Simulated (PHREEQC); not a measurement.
## Acid mine or pickling water: an equilibrium model

Model water analysis in mmol/kgw, 35 °C, pH 4.1, pe 8.5: Na 1.88; K 0.554; Ca 0.0638; Mg 1.57; Cl 1.48; S(6) 2.26; P 0.019.

Valence states are taken as typed.

Equilibrium calculation in PHREEQC: ion-association model, wateq4f.dat.

No solid was allowed to form.

### Question
Predict the ionic strength, charge-balance error.

### Answer
ionic strength 0.00837 mol/kgw; charge-balance error -2.1 %.

### Question
In which forms is K present?

### Answer
K+ 99 %, KSO4- 1.1 % of the K.

H3PO4, which wateq4f.dat lacks, is added to it with the constant of phreeqc.dat.
